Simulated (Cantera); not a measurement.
# Silicon oxide and oxynitride deposition: SiH2Cl2 + O2 + N2

Charge: 1 mol SiH2Cl2, a varied amount of O2, 3.8 mol N2, equilibrated at 2075 K and 0.890 bar.

These are equilibrium values from Cantera (NASA tables, ideal gas, pure condensed phases), not measurements of a reactor. Candidate condensed phases: H2O, NH4Cl, Si, SiO2, Si2N2O, Si3N4; 47 gas species. Mutual solubility and eutectic melting of coexisting phases are not modelled. The tables' values for SiCl3, SiCl, SiN are old estimates; treat these amounts as uncertain. The tables hold silica as quartz up to 1696 K and as liquid above; real silica turns to tridymite and cristobalite and melts near 1996 K. Gases not in the tables: Si2H6 and higher silanes. Kinetics and transport are ignored.

At 0.05 mol O2 the condensed part is Si2N2O(s) + Si3N4(s). From 0.1 mol O2 to 0.21 mol O2 the condensed part is Si2N2O(s). From 0.26 mol O2 to 0.31 mol O2 nothing is condensed. From 0.37 mol O2 to 0.58 mol O2 the condensed part is SiO2(l). The main Si-bearing gas is SiCl2 at 0.05 mol O2 and SiO at 0.58 mol O2.

```tsv
n(O2) (mol)	x N2	x HCl	x H2	x SiCl2	x SiO	x SiCl3	x Cl	x SiCl4	n Si2N2O(s)	n Si3N4(s)	n SiO2(l)
0.05	0.640	0.0918	0.128	0.119	0.0141	0.00515	0.000535	0.000229	0.0190	0.0534	0
0.1	0.639	0.0978	0.123	0.115	0.0173	0.00537	0.000580	0.000259	0.100	0	0
0.16	0.626	0.125	0.105	0.0946	0.0411	0.00615	0.000805	0.000411	0.0751	0	0
0.21	0.614	0.137	0.0936	0.0830	0.0641	0.00624	0.000932	0.000484	0.0258	0	0
0.26	0.603	0.156	0.0801	0.0689	0.0825	0.00640	0.00115	0.000611	0	0	0
0.31	0.594	0.184	0.0637	0.0520	0.0968	0.00638	0.00152	0.000805	0	0	0
0.37	0.590	0.207	0.0512	0.0395	0.102	0.00608	0.00191	0.000964	0	0	0.0398
0.42	0.596	0.215	0.0489	0.0370	0.0935	0.00605	0.00203	0.00102	0	0	0.121
0.47	0.602	0.223	0.0464	0.0344	0.0846	0.00600	0.00216	0.00107	0	0	0.202
0.52	0.607	0.231	0.0436	0.0317	0.0759	0.00590	0.00231	0.00113	0	0	0.282
0.58	0.614	0.242	0.0401	0.0282	0.0655	0.00572	0.00252	0.00120	0	0	0.377
```
x: gas mole fraction; n: condensed amount in mol.
